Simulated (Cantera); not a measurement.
Source: NASA polynomial tables (part measured, part estimated), evaluated in Cantera. Values are per mole of reaction as written; species without (g) are pure solids or liquids, kept so even where they would boil at 1 bar. TiC: taken at fixed stoichiometry.

Question: Between 1023 and 1723 K, where is each reaction favourable under standard conditions?
- 4 TiC + 2 CH3(g) ⇌ 3 C2H2(g) + 4 Ti

Answer: 
- 4 TiC + 2 CH3(g) ⇌ 3 C2H2(g) + 4 Ti: ΔG° is 876 kJ at 1023 K and 692 kJ at 1723 K; it stays positive (K < 1). ΔH° is 1153 kJ and ΔS° 268 J/K at 1723 K.
